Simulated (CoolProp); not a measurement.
Vapour-liquid equilibrium of cyclohexane (1) + m-xylene (2) at 0.925 bar; x and y are mole fractions of (1).

Computed with CoolProp (multi-fluid Helmholtz-energy mixture model, Zhou 2014 and Zhou 2012; pair parameters Bell 2016).

**Question.** Give the bubble temperature and the first vapour's composition at x = 0.2, 0.35, 0.5. Is there an azeotrope?

**Answer.** x = 0.2: 384.9 K, y = 0.591; x = 0.35: 374.0 K, y = 0.759; x = 0.5: 366.5 K, y = 0.850. No azeotrope shows between x = 0.05 and 0.95.

The pair parameters rest on a limited set of measurements; away from them the model extrapolates.
